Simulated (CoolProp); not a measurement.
The numbers come from the reference Helmholtz-energy equation of state, Marx 1992 in CoolProp.

Q: For R113, give the phase and the density (kg/m³), cv (kJ/(kg K)), Joule-Thomson coefficient (K/MPa), isothermal compressibility (1/MPa) at 500 K and 3.39 bar.

A: 
- 500 K and 3.39 bar: gas; density 15.8, cv 0.764, Joule-Thomson coefficient 8.69, isothermal compressibility 3.05
